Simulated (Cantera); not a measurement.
Input: 1 mol C6H6, 0.024 mol CO2, 4.1 mol N2, at 26.0 mbar.

Equilibrium computed with Cantera from the NASA thermochemical tables; the gas is ideal and each condensed phase is pure. Candidate condensed phases: C, C6H6, C7H8, C8H18, H2O; 136 gas species. Kinetics and transport are ignored.

log p: log10 of the partial pressure in bar; n: condensed amount in mol.

| T (K) | log p N2 | log p H2 | log p H | log p HCN | log p CN | log p C3 | n C(graphite) |
|---|---|---|---|---|---|---|---|
| 1175 | -1.83 | -1.96 | -7.89 | -6.14 | <-13 | <-13 | 5.98 |
| 1375 | -1.83 | -1.96 | -6.45 | -5.29 | -12.34 | <-13 | 5.97 |
| 1575 | -1.83 | -1.96 | -5.36 | -4.65 | -10.23 | <-13 | 5.97 |
| 1775 | -1.83 | -1.96 | -4.52 | -4.16 | -8.60 | … | 5.96 |
| 1975 | -1.83 | -1.97 | -3.85 | -3.77 | -7.31 | … | 5.92 |
| 2175 | -1.84 | -1.98 | -3.30 | -3.47 | -6.25 | … | 5.86 |
| 2375 | -1.85 | -2.02 | -2.86 | -3.23 | -5.39 | … | 5.76 |
| 2575 | -1.87 | -2.09 | -2.51 | -3.05 | -4.66 | … | 5.60 |
| 2775 | -1.90 | -2.23 | -2.24 | -2.95 | -4.05 | … | 5.38 |
| 2975 | -1.95 | -2.45 | -2.06 | -2.92 | -3.52 | … | 4.90 |

What belongs in the gaps?


- 1775, log p C3: -13.28
- 1975, log p C3: -10.83
- 2175, log p C3: -8.84
- 2375, log p C3: -7.19
- 2575, log p C3: -5.81
- 2775, log p C3: -4.64
- 2975, log p C3: -3.62
